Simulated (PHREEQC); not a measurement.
PHREEQC input (ion-association model, wateq4f.dat):

```
SOLUTION_MASTER_SPECIES
  An  An-  0  An  62.0  # stands for a non-complexing anion
SOLUTION_SPECIES
  An- = An-
    -log_k 0
    -gamma 3.0 0
PHASES
  Fix_H+
    H+ = H+
    -log_k 0
SOLUTION 1
  temp 25
  units mmol/kgw
  pH 7 charge
  Se(6) 0.02
  Na 300.04
  An 300
END
SELECTED_OUTPUT 1
  -reset false
  -pH true
  -pe true
  -ionic_strength true
  -water true
  -totals Na Se Se(-2) Se(4) Se(6)
  -molalities Hfo_wOH Hfo_wOH2+ Hfo_wO- Hfo_sOH Hfo_sOH2+ Hfo_sO- Hfo_wSeO4- Hfo_wOHSeO4-2
USER_PUNCH 1
  -headings sigma psi
  10 PUNCH EDL("sigma", "Hfo"), EDL("psi", "Hfo")
PRINT
  -reset false
USE solution 1
SURFACE 1
  Hfo_wOH 0.000222472 600 0.099
  Hfo_sOH 5.5618e-06
EQUILIBRIUM_PHASES 1
  Fix_H+ -4 HAn 10
    -force_equality true
  O2(g) -0.68 10
END
# ... the last block is repeated for the other 16 points of pH, with NaOH or the acid as the point needs
```

Selected output (columns that matter, 17 of 17 rows; pH added in front):

```
pH	mu	Na	Se	m_Hfo_wOH	m_Hfo_wOH2+	m_Hfo_wO-	m_Hfo_sOH	m_Hfo_sOH2+	m_Hfo_sO-	m_Hfo_wSeO4-	m_Hfo_wOHSeO4-2	sigma	psi
4	0.30027	0.30004	7.5588e-06	9.8471e-06	0.00020017	1.1097e-08	2.6076e-07	5.3007e-06	2.9386e-10	1.1193e-05	1.2485e-06	0.31153	0.11724
4.5	0.30018	0.30004	8.6377e-06	2.4795e-05	0.00018624	7.5627e-08	6.5325e-07	4.9066e-06	1.9924e-09	8.7275e-06	2.6347e-06	0.28765	0.11324
5	0.30014	0.30004	1.0827e-05	5.1088e-05	0.00016184	3.6944e-07	1.3321e-06	4.22e-06	9.6332e-09	5.3463e-06	3.8267e-06	0.24803	0.10584
5.5	0.30012	0.30004	1.4042e-05	8.5166e-05	0.00013007	1.2775e-06	2.1878e-06	3.3412e-06	3.2816e-08	2.3979e-06	3.5602e-06	0.19913	0.09501
6	0.3001	0.30004	1.7173e-05	0.00011851	9.7851e-05	3.2879e-06	3.0008e-06	2.4778e-06	8.3254e-08	7.5477e-07	2.0727e-06	0.14954	0.081231
6.5	0.30009	0.30004	1.9051e-05	0.0001438	7.1056e-05	6.6669e-06	3.6104e-06	1.784e-06	1.6739e-07	1.6979e-07	7.7915e-07	0.10442	0.064845
7	0.30008	0.30004	1.9759e-05	0.00015949	5.14e-05	1.1338e-05	3.9917e-06	1.2864e-06	2.8375e-07	2.9948e-08	2.1071e-07	0.065976	0.046247
7.5	0.30007	0.30004	1.9949e-05	0.00016769	3.7596e-05	1.7135e-05	4.1932e-06	9.4012e-07	4.2846e-07	4.5697e-09	4.6216e-08	0.033913	0.025991
8	0.30006	0.30004	1.999e-05	0.00017067	2.7682e-05	2.4106e-05	4.267e-06	6.9209e-07	6.0268e-07	6.4422e-10	9.0062e-09	0.0059246	0.0047302
8.5	0.30007	0.30006	1.9998e-05	0.00016957	2.0055e-05	3.2845e-05	4.2393e-06	5.0138e-07	8.2113e-07	8.781e-11	1.6835e-09	-0.021302	-0.016734
9	0.30009	0.30009	2e-05	0.00016403	1.3812e-05	4.4628e-05	4.1008e-06	3.4529e-07	1.1157e-06	1.1932e-11	3.2132e-10	-0.051313	-0.037583
9.5	0.30013	0.30014	2e-05	0.0001526	8.7234e-06	6.1151e-05	3.8149e-06	2.1808e-07	1.5288e-06	1.635e-12	6.485e-11	-0.087297	-0.057212
10	0.30025	0.30027	2e-05	0.00013367	4.8775e-06	8.3922e-05	3.3418e-06	1.2194e-07	2.0981e-06	2.2437e-13	1.3943e-11	-0.13162	-0.075256
10.5	0.30058	0.30062	2e-05	0.00010683	2.3066e-06	0.00011334	2.6706e-06	5.7665e-08	2.8335e-06	3.0298e-14	3.1817e-12	-0.18488	-0.091354
11	0.30161	0.30166	2e-05	7.4312e-05	8.5886e-07	0.0001473	1.8578e-06	2.1471e-08	3.6825e-06	3.9363e-15	7.7224e-13	-0.24384	-0.10488
11.5	0.30481	0.30488	2e-05	4.2308e-05	2.2789e-07	0.00017994	1.0577e-06	5.6972e-09	4.4984e-06	4.8033e-16	2.0217e-13	-0.29923	-0.11484
12	0.31495	0.31503	2e-05	1.874e-05	3.9499e-08	0.00020369	4.6851e-07	9.8747e-10	5.0923e-06	5.4211e-17	5.8291e-14	-0.3391	-0.12031
```

Species that the database lacks are ignored.
